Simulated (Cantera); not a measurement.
A perfectly stirred reactor is fed with CH4 : C2H6 : O2 : N2 : H2O = 1 : 0.13 : 2.05 : 7.69 : 0.8 (molar parts), equivalence ratio 1.2, at 20.0 bar; it is adiabatic with a 725 K inlet, and is followed from long to short residence time, starting on the burning branch (τ in s: 0.043, 0.017, 0.0068, 0.0027, 0.0011, 0.00043, 0.00017, 6.7e-05, 2.7e-05, 1.1e-05).

Computed with Cantera and GRI-Mech 3.0 (53 species, 325 reactions). The pressure lies above the range GRI-Mech 3.0 was tuned for (to about 10 atm).

### Question
What does this change do: pressure from 20.0 bar to 0.330 bar?

### Answer
```csv
quantity,before,after
"blow-out, bracketed by the residence times tried","burning at 27.0 µs, out at 11.0 µs","burning at 0.170 ms, out at 67.0 µs"
x(CH4) at τ = 43.0 ms,9.61e-6,9.20e-6
x(C2H6) at τ = 43.0 ms,1.29e-8,1.53e-7
x(O2) at τ = 43.0 ms,4.87e-5,0.00243
x(CH2) at τ = 43.0 ms,5.60e-8,6.47e-7
x(NO) at τ = 43.0 ms,0.000188,0.000565
x(CH4) at τ = 0.430 ms,0.000249,0.000423
x(C2H6) at τ = 0.430 ms,1.15e-6,1.31e-5
x(O2) at τ = 0.430 ms,0.00107,0.0122
x(CH2) at τ = 0.430 ms,3.72e-6,1.58e-5
x(NO) at τ = 0.430 ms,0.000271,0.000106
```

### Question
What does this change do: inlet temperature 725 to 800 K?

### Answer
```csv
quantity,before,after
"blow-out, bracketed by the residence times tried","burning at 27.0 µs, out at 11.0 µs","burning at 27.0 µs, out at 11.0 µs"
x(CH4) at τ = 43.0 ms,9.61e-6,5.34e-6
x(C2H6) at τ = 43.0 ms,1.29e-8,9.30e-9
x(O2) at τ = 43.0 ms,4.87e-5,6.88e-5
x(CH2) at τ = 43.0 ms,5.60e-8,5.03e-8
x(NO) at τ = 43.0 ms,0.000188,0.000276
x(CH4) at τ = 0.430 ms,0.000249,0.000167
x(C2H6) at τ = 0.430 ms,1.15e-6,8.26e-7
x(O2) at τ = 0.430 ms,0.00107,0.000959
x(CH2) at τ = 0.430 ms,3.72e-6,3.43e-6
x(NO) at τ = 0.430 ms,0.000271,0.000344
```
